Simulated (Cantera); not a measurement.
A Cantera script and its output.

```python
import numpy as np
import cantera as ct

surf = ct.Interface("diamond.yaml", "diamond_100")
gas, bulk = surf.adjacent["gas"], surf.adjacent["diamond"]
k = surf.kinetics_species_index(bulk.species_names[0])
cover = ["c6HH", "c6H*", "c6*H", "c6**", "c6HM", "c6B"]

rows, drift = [], 0.0
print(f"{'T':>10s}{'um/h':>11s}" + "".join(f"{s:>11s}" for s in cover))
for v in [925, 975, 1025, 1075, 1125, 1175, 1225, 1275, 1325, 1375]:
    T, P, xH, xCH3 = v, 13000, 0.0088, 0.00019
    gas.TPX = T, P, {"H": xH, "CH3": xCH3, "CH4": 0.0039, "H2": 1 - xH - xCH3 - 0.0039}
    surf.TP = bulk.TP = T, P
    surf.coverages = "c6H*:0.1, c6HH:0.9"
    surf.advance_coverages(100.0)
    before = surf.coverages
    surf.advance_coverages(100.0)
    drift = max(drift, np.max(np.abs(surf.coverages - before) / (surf.coverages + 1e-9)))
    rate = surf.net_production_rates[k] * bulk.mean_molecular_weight / bulk.density * 3.6e9
    rows.append([rate, *surf[cover].coverages])
    print(f"{v:10.4g}{rate:11.4e}" + "".join(f"{x:11.3e}" for x in rows[-1][1:]))
```

Output:

```
         T       um/h       c6HH       c6H*       c6*H       c6**       c6HM        c6B
       925 8.7807e+00  6.542e-01  1.219e-02  3.080e-01  5.347e-03  1.594e-02  2.383e-08
       975 1.1400e+01  6.095e-01  1.611e-02  3.493e-01  7.978e-03  1.281e-02  3.093e-08
      1025 1.4202e+01  5.664e-01  2.051e-02  3.872e-01  1.138e-02  1.032e-02  3.854e-08
      1075 1.6860e+01  5.258e-01  2.529e-02  4.211e-01  1.560e-02  8.226e-03  4.575e-08
      1125 1.8653e+01  4.882e-01  3.038e-02  4.509e-01  2.067e-02  6.299e-03  5.062e-08
      1175 1.8489e+01  4.537e-01  3.569e-02  4.767e-01  2.659e-02  4.403e-03  5.017e-08
      1225 1.5912e+01  4.224e-01  4.111e-02  4.985e-01  3.330e-02  2.663e-03  4.318e-08
      1275 1.2277e+01  3.938e-01  4.655e-02  5.162e-01  4.069e-02  1.378e-03  3.331e-08
      1325 9.4576e+00  3.680e-01  5.192e-02  5.300e-01  4.863e-02  6.373e-04  2.566e-08
      1375 8.0293e+00  3.447e-01  5.715e-02  5.402e-01  5.697e-02  2.793e-04  2.179e-08
```

Model: the Harris–Goodwin 1993 mechanism for the reconstructed diamond (100) surface, integrated in Cantera.
